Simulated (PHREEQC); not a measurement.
Dissolve 0.015 mol/kgw ZnCl2 and 0.00026 mol/kgw KCl at 70 °C and 100 atm. Closed to the air; pH follows from the charge balance.

Equilibrium calculation in PHREEQC: ion-association model, phreeqc.dat.

```yaml
pH: 4.94
ionic_strength: 0.0405 mol/kgw
```

```tsv
species	molality	activity	log γ
Cl-	0.0279	0.0227	-0.089
Zn+2	0.0126	0.00587	-0.334
ZnCl+	0.00228	0.00186	-0.088
K+	0.000260	0.000211	-0.090
ZnCl2	4.84e-5	4.88e-5	0.004
H+	1.34e-5	1.14e-5	-0.069
ZnOH+	1.30e-5	1.06e-5	-0.086
ZnCl3-	2.28e-6	1.86e-6	-0.088
ZnOHCl	3.96e-7	4.00e-7	0.004
ZnCl4-2	4.22e-8	1.96e-8	-0.334
OH-	1.89e-8	1.53e-8	-0.090
```

Precipitation was switched off in this run. Under pressure, the constants of complexes without a molar volume in the database are unreliable. Away from 25 °C the constants follow the database's enthalpies or fits; those with neither stay at their 25 °C values.
